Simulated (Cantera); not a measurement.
Feed: 1 mol Pb, 73 mol H₂, equilibrated at 950 °C and 10.0 Pa.

These are equilibrium values from Cantera (NASA tables, ideal gas, pure condensed phases), not measurements of a reactor. Candidate condensed phases: Pb; 4 gas species. Rates play no part.

Base state: H₂ 0.986, Pb 0.0135, H 2.99e-5 (mole fractions); condensed: gas only.

Q: What changes in the equilibrium state with this change: temperature from 950 °C to 1302 °C?

A: 
| species | before | after |
|---|---|---|
| H₂ | 0.986 | 0.982 |
| Pb | 0.0135 | 0.0135 |
| H | 2.99e-5 | 0.00412 |

Q: What changes in the equilibrium state with this change: Pb replaced by HgO?

A: 
| species | before | after |
|---|---|---|
| H₂ | 0.986 | 0.973 |
| Hg | 0 | 0.0135 |
| H₂O | 0 | 0.0135 |
| Pb | 0.0135 | 0 |
| H | 2.99e-5 | 2.97e-5 |
Further candidate phases: H₂O, Hg, HgO.
